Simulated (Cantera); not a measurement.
Input: 1 mol n-butane, 0.11 mol O2, held at 2425 K and 6530 Torr.

These are equilibrium values from Cantera (NASA tables, ideal gas, pure condensed phases), not measurements of a reactor. Candidate condensed phases: C, C6H6, C7H8, C8H18, H2O; 110 gas species. Equilibrium is a limit: real reactors are often held back by kinetics, nucleation or transport.

Base state: H2 0.943, CO 0.0421, C2H2 (acetylene) 0.00736, H 0.00589, CH4 0.00132, CH3 0.000150, C2H4 5.78e-5, C4H2 2.37e-5 (mole fractions); condensed: C(graphite).

Question: What changes in the equilibrium state with this change: temperature from 2425 K to 750 K?

Answer: 
| species | before | after |
|---|---|---|
| CH4 | 0.00132 | 0.759 |
| H2 | 0.943 | 0.165 |
| H2O | 1.02e-5 | 0.0737 |
| CO | 0.0421 | 0.000563 |
| C2H2 (acetylene) | 0.00736 | <1e-9 |
| H | 0.00589 | <1e-9 |
| C(graphite), mol | 3.69 | 1.83 |
